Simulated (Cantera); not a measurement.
**Transport properties of process gases**

Gas mixture: 100 % N₂O, at 5.00 bar, frozen composition.

Cantera's kinetic-theory transport with the Lennard-Jones parameters of GRI-Mech 3.0, ideal gas; thermal conductivity in the mixture-averaged form. The composition is frozen, though it would react at the higher temperatures.

| T (K) | ρ (kg/m³) | cp (J/kg/K) | μ (µPa s) | λ (mW/m/K) | Pr | D (cm²/s) H | D (cm²/s) C₂H₂ | D (cm²/s) CH₃ |
|---|---|---|---|---|---|---|---|---|
| 400 | 6.62 | 970.3 | 19.5 | 25.5 | 0.741 | 0.336 | 0.0426 | 0.0593 |
| 650 | 4.07 | 1127 | 29.1 | 44.4 | 0.739 | 0.799 | 0.103 | 0.141 |
| 900 | 2.94 | 1227 | 37.1 | 61.5 | 0.740 | 1.40 | 0.182 | 0.247 |
| 1150 | 2.30 | 1285 | 44.1 | 77.1 | 0.736 | 2.13 | 0.277 | 0.374 |
| 1400 | 1.89 | 1327 | 50.5 | 91.4 | 0.733 | 2.96 | 0.386 | 0.521 |
| 1650 | 1.60 | 1359 | 56.4 | 105 | 0.732 | 3.90 | 0.509 | 0.686 |
| 1900 | 1.39 | 1384 | 61.9 | 117 | 0.732 | 4.93 | 0.645 | 0.869 |
D: mixture-averaged diffusion coefficient of that species in the mixture.
